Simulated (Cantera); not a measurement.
**Thermodynamics of iron carbonyl, mercury and lead vapours, feed PbO + H2**

A closed system holds: 1 mol PbO, 0.16 mol H2, held at 1.60 mbar.

Cantera equilibrium calculation (NASA polynomials, part measured and part estimated; ideal gas, pure solids and liquids). Candidate condensed phases: H2O, Pb, PbO, PbO2, Pb3O4; 12 gas species. Mutual solubility and eutectic melting of coexisting phases are not modelled. Equilibrium is a limit: real reactors are often held back by kinetics, nucleation or transport.

```csv
T (K),x H2O,x Pb,x PbO,x H2,x Pb2,x OH,x O2,x H,n Pb(s),n PbO(red),n Pb(l),n PbO(yellow)
548,1.000,8.18e-11,<1e-12,1.09e-5,<1e-12,<1e-12,<1e-12,<1e-12,0.160,0.840,0,0
648,1.000,5.25e-8,2.09e-12,2.60e-5,<1e-12,<1e-12,<1e-12,<1e-12,0,0.840,0.160,0
748,1.000,5.47e-6,2.32e-9,4.80e-5,<1e-12,<1e-12,<1e-12,<1e-12,0,0.840,0.160,0
848,1.000,0.000187,4.74e-7,7.94e-5,3.96e-11,2.95e-11,<1e-12,4.24e-12,0,0,0.160,0.840
948,0.997,0.00299,3.06e-5,0.000121,4.14e-9,1.72e-9,1.24e-11,1.44e-10,0,0,0.160,0.840
1048,0.971,0.0279,0.000871,0.000169,1.74e-7,4.54e-8,2.42e-9,2.51e-9,0,0,0.155,0.840
1148,0.811,0.175,0.0135,0.000194,3.74e-6,6.23e-7,1.84e-7,2.49e-8,0,0,0.125,0.837
```
x: gas mole fraction; n: condensed amount in mol.

At 548 K the condensed part is Pb(s) + PbO(red). From 648 K to 748 K the condensed part is Pb(l) + PbO(red). From 848 K to 1148 K the condensed part is Pb(l) + PbO(yellow).
